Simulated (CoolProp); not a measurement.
Vapour-liquid equilibrium of dimethyl ether (1) + R236EA (2) at -22.05 °C; x and y are mole fractions of (1).

Values from CoolProp's multi-fluid Helmholtz-energy mixture model, Wu 2011 and Rui 2013; pair parameters Bell 2016.

| x | bubble pressure (MPa) | y at the bubble point | dew pressure at overall composition x (MPa) | liquid density (mol/L) |
|---|---|---|---|---|
| 0.05 | 0.02784 | 0.068 | 0.02770 | 10.52 |
| 0.125 | 0.02883 | 0.177 | 0.02832 | 10.86 |
| 0.2 | 0.03030 | 0.297 | 0.02908 | 11.21 |
| 0.275 | 0.03249 | 0.425 | 0.03000 | 11.58 |
| 0.35 | 0.03568 | 0.553 | 0.03112 | 11.96 |
| 0.425 | 0.04017 | 0.673 | 0.03250 | 12.36 |
| 0.5 | 0.04619 | 0.775 | 0.03421 | 12.77 |
| 0.575 | 0.05389 | 0.855 | 0.03636 | 13.20 |
| 0.65 | 0.06324 | 0.912 | 0.03914 | 13.64 |
| 0.725 | 0.07396 | 0.951 | 0.04287 | 14.10 |
| 0.8 | 0.08550 | 0.975 | 0.04819 | 14.57 |
| 0.875 | 0.09709 | 0.989 | 0.05663 | 15.05 |
| 0.95 | 0.1078 | 0.997 | 0.07374 | 15.54 |

No azeotrope shows between x = 0.05 and 0.95.

Pair parameters are fitted to limited data, so mixtures are less certain than the pure fluids.
